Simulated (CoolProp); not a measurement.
Values from CoolProp's reference Helmholtz-energy equation of state, McLinden 2015.

### Question
For the fluoroketone C6F12O (FK-5-1-12), give the phase and the density (kg/m³), cp (kJ/(kg K)), speed of sound (m/s), expansivity (1/kK) at 458.1 K and 9.83 MPa.

### Answer
- 458.1 K and 9.83 MPa: supercritical; density 1170, cp 1.23, speed of sound 250, expansivity 2.92
